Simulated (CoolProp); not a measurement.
Values from CoolProp's reference Helmholtz-energy equation of state, Lemmon 2005. It is a short technical equation, of lower accuracy than the large ones.

Problem. For trans-2-butene, give the phase and the Z, cv (kJ/(kg K)), speed of sound (m/s), Joule-Thomson coefficient (K/MPa) at 296 K and 50.2 bar.

Solution. 
- 296 K and 50.2 bar: liquid; Z 0.188, cv 1.61, speed of sound 985, Joule-Thomson coefficient -0.327
